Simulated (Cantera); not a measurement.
# Thermodynamics of boron, boron nitride and boron oxide, feed B + O2 + H2O

Charge: 1 mol B, 0.88 mol O2, 0.13 mol H2O, held at 1148 K.

Equilibrium computed with Cantera from the NASA thermochemical tables; the gas is ideal and each condensed phase is pure. Candidate condensed phases: B, B2O3, B3O3H3, H2O; 23 gas species. Gases not in the tables: H3BO3. Rates play no part.

```csv
P (Pa),x O2,x H2O,x HBO2,x (HBO2)3,x OH,x B2O3,n B2O3(l)
10,0.493,0.480,0.0265,4.75e-5,3.88e-5,1.55e-5,0.496
46,0.497,0.490,0.0125,0.000105,2.68e-5,3.37e-6,0.498
220,0.499,0.495,0.00574,0.000234,1.82e-5,7.04e-7,0.499
1000,0.499,0.497,0.00270,0.000501,1.25e-5,1.55e-7,0.499
4600,0.500,0.498,0.00126,0.00108,8.56e-6,3.37e-8,0.499
22000,0.500,0.497,0.000575,0.00235,5.78e-6,7.04e-9,0.499
100000,0.501,0.494,0.000269,0.00496,3.95e-6,1.55e-9,0.498
```
x: gas mole fraction; n: condensed amount in mol.

From 0.000100 bar to 1.00 bar the condensed part is B2O3(l).
